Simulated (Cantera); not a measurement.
A Cantera script and what it prints.

```python
import numpy as np
import cantera as ct

gas_names = [...]  # 127 gases of nasa_gas.yaml made of C, Fe, H, O, S
cond_names = """
    C(gr) C6H6(L) C7H8(L) C8H18(L),n-octa Fe(a) Fe(c) Fe(d) Fe(L) FeC5O5(L) FeO(s) FeO(L) Fe(OH)2(s)
    Fe(OH)3(s) FeS(a) FeS(b) FeS(c) FeS(L) FeSO4(s) FeS2(s) Fe2O3(s) Fe2S3O12(s) Fe3O4(s) H2O(s) H2O(L)
    H2SO4(L) S(cr1) S(cr2) S(L)
""".split()


# ... load() reads the species with a 1 bar reference pressure and builds the phases ...
atoms = {
    'FeS2': {'Fe': 1, 'S': 2},
    'H2S': {'H': 2, 'S': 1},
    'CO2': {'C': 1, 'O': 2},
}
top_T = {'C(gr)': 4500, 'FeSO4(s)': 950, 'FeS2(s)': 1010, 'Fe2O3(s)': 1830, 'Fe2S3O12(s)': 1100, 'Fe3O4(s)': 1870}  # K; cautious upper limits of use, not melting points


# ... equilibrate(T, P, feed) seeds the gas with the atoms and calls Mixture.equilibrate('TP', solver="vcs", rtol=1e-11, max_steps=5000) ...
results = []
feed = {'FeS2': 1, 'H2S': 4.3, 'CO2': 1.5}  # mol
P = 8000  # Pa
for T in [923, 998, 1073, 1148, 1223, 1298, 1373, 1448, 1523, 1598, 1673, 1748, 1823, 1898]:
    mix = equilibrate(T, P, feed)
    results.append((T, P, feed, dict(zip(mix.species_names, mix.species_moles))))
    x = sorted(zip(gas.X, gas.species_names), reverse=True)
    print(f"T = {T:g} K  P = {P:g} Pa  gas = {mix.phase_moles(0):.4g} mol")
    print("   x: " + "  ".join(f"{s} {v:.3e}" for v, s in x if v > 1e-05))
    print("   condensed (mol): " + ("  ".join(f"{mix.phase(i).name} {mix.phase_moles(i):.4g}"
          for i in range(1, mix.n_phases) if mix.phase_moles(i) > 1e-12) or "none"))
```

Result:

```
T = 923 K  P = 8000 Pa  gas = 6.456 mol
   x: H2S 5.883e-01  CO2 1.751e-01  S2 1.015e-01  H2O 5.825e-02  CO 2.873e-02  COS 2.753e-02  H2 1.953e-02  CS2 1.035e-03  S2O 2.822e-05  SO2 2.372e-05  SH 1.726e-05
   condensed (mol): FeS(c) 1
T = 998 K  P = 8000 Pa  gas = 6.603 mol
   x: H2S 5.350e-01  CO2 1.507e-01  S2 1.215e-01  H2O 7.713e-02  CO 5.278e-02  H2 3.909e-02  COS 2.282e-02  CS2 8.251e-04  SH 5.548e-05  SO2 4.192e-05  S2O 4.133e-05
   condensed (mol): FeS(c) 1
T = 1073 K  P = 8000 Pa  gas = 6.794 mol
   x: H2S 4.690e-01  S2 1.461e-01  CO2 1.241e-01  H2O 9.711e-02  CO 7.869e-02  H2 6.672e-02  COS 1.747e-02  CS2 5.868e-04  SH 1.489e-04  SO2 7.759e-05  S2O 6.249e-05
   condensed (mol): FeS(c) 1
T = 1148 K  P = 8000 Pa  gas = 7.01 mol
   x: H2S 3.973e-01  S2 1.723e-01  H2O 1.152e-01  CO 1.020e-01  H2 1.007e-01  CO2 9.878e-02  COS 1.276e-02  CS2 3.927e-04  SH 3.429e-04  SO2 1.402e-04  S2O 9.244e-05
   condensed (mol): FeS(c) 1
T = 1223 K  P = 8000 Pa  gas = 7.235 mol
   x: H2S 3.264e-01  S2 1.976e-01  H2 1.380e-01  H2O 1.295e-01  CO 1.205e-01  CO2 7.743e-02  COS 9.098e-03  SH 6.938e-04  CS2 2.544e-04  SO2 2.424e-04  S2O 1.315e-04  SO 1.850e-05
   condensed (mol): FeS(c) 1
T = 1298 K  P = 8000 Pa  gas = 7.452 mol
   x: H2S 2.617e-01  S2 2.204e-01  H2 1.752e-01  H2O 1.396e-01  CO 1.339e-01  CO2 6.081e-02  COS 6.441e-03  SH 1.260e-03  SO2 4.024e-04  S2O 1.799e-04  CS2 1.622e-04  SO 4.885e-05
   condensed (mol): FeS(c) 1
T = 1373 K  P = 8000 Pa  gas = 7.647 mol
   x: S2 2.395e-01  H2 2.092e-01  H2S 2.060e-01  H2O 1.461e-01  CO 1.430e-01  CO2 4.850e-02  COS 4.583e-03  SH 2.090e-03  SO2 6.470e-04  S2O 2.381e-04  SO 1.169e-04  CS2 1.028e-04  S 1.409e-05
   condensed (mol): FeS(c) 1
T = 1448 K  P = 8000 Pa  gas = 7.815 mol
   x: S2 2.546e-01  H2 2.383e-01  H2S 1.604e-01  H2O 1.499e-01  CO 1.490e-01  CO2 3.954e-02  COS 3.304e-03  SH 3.222e-03  SO2 1.013e-03  S2O 3.066e-04  SO 2.577e-04  CS2 6.545e-05  S 3.886e-05  H 1.591e-05
   condensed (mol): FeS(c) 1
T = 1523 K  P = 8000 Pa  gas = 7.954 mol
   x: S2 2.659e-01  H2 2.622e-01  CO 1.531e-01  H2O 1.516e-01  H2S 1.245e-01  CO2 3.300e-02  SH 4.679e-03  COS 2.424e-03  SO2 1.546e-03  SO 5.285e-04  S2O 3.851e-04  S 9.650e-05  CS2 4.217e-05  H 4.184e-05
   condensed (mol): FeS(L) 1
T = 1598 K  P = 8000 Pa  gas = 8.067 mol
   x: H2 2.812e-01  S2 2.737e-01  CO 1.560e-01  H2O 1.518e-01  H2S 9.680e-02  CO2 2.810e-02  SH 6.473e-03  SO2 2.293e-03  COS 1.814e-03  SO 1.016e-03  S2O 4.723e-04  S 2.190e-04  H 9.979e-05  CS2 2.769e-05
   condensed (mol): FeS(L) 1
T = 1673 K  P = 8000 Pa  gas = 8.159 mol
   x: H2 2.963e-01  S2 2.785e-01  CO 1.581e-01  H2O 1.506e-01  H2S 7.577e-02  CO2 2.430e-02  SH 8.607e-03  SO2 3.289e-03  SO 1.839e-03  COS 1.384e-03  S2O 5.654e-04  S 4.599e-04  H 2.192e-04  CS2 1.862e-05
   condensed (mol): FeS(L) 1
T = 1748 K  P = 8000 Pa  gas = 8.236 mol
   x: H2 3.084e-01  S2 2.808e-01  CO 1.598e-01  H2O 1.480e-01  H2S 5.988e-02  CO2 2.123e-02  SH 1.108e-02  SO2 4.541e-03  SO 3.147e-03  COS 1.076e-03  S 9.030e-04  S2O 6.600e-04  H 4.486e-04  Fe 1.856e-05  CS2 1.286e-05  OH 1.256e-05
   condensed (mol): FeS(L) 0.9998
T = 1823 K  P = 8000 Pa  gas = 8.306 mol
   x: H2 3.184e-01  S2 2.807e-01  CO 1.611e-01  H2O 1.441e-01  H2S 4.782e-02  CO2 1.864e-02  SH 1.388e-02  SO2 6.013e-03  SO 5.101e-03  S 1.671e-03  H 8.644e-04  COS 8.504e-04  S2O 7.503e-04  Fe 7.965e-05  OH 2.721e-05
   condensed (mol): FeS(L) 0.9993
T = 1898 K  P = 8000 Pa  gas = 8.373 mol
   x: H2 3.269e-01  S2 2.785e-01  CO 1.621e-01  H2O 1.388e-01  H2S 3.860e-02  SH 1.699e-02  CO2 1.638e-02  SO 7.859e-03  SO2 7.623e-03  S 2.936e-03  H 1.580e-03  S2O 8.305e-04  COS 6.819e-04  Fe 3.047e-04  OH 5.487e-05
   condensed (mol): FeS(L) 0.9974
```

Method: chemical equilibrium by Gibbs-energy minimisation in Cantera with the NASA 1993 tables (ideal gas, pure condensed phases). FeS: taken at fixed stoichiometry. Gases not in the tables: S3 to S7.
